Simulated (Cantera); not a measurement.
Charge: 1 mol Si, 8.7 mol F₂, 70 mol N₂, held at 75.0 Torr.

Equilibrium computed with Cantera from the NASA thermochemical tables; the gas is ideal and each condensed phase is pure. Candidate condensed phases: Si, Si₃N₄; 16 gas species. Equilibrium is a limit: real reactors are often held back by kinetics, nucleation or transport. All values below are at 1373 K.

Base state: N₂ 0.830, F 0.157, SiF₄ 0.0119, F₂ 0.00114 (mole fractions); condensed: gas only.

Question: What changes in the equilibrium state with this change: 0.057 mol Cl₂ added?

Answer: 
```csv
species,before,after
N₂,0.830,0.830
F,0.157,0.155
SiF₄,0.0119,0.0119
ClF,0,0.00133
Cl,0,1.99e-5
F₂,0.00114,0.00112
```
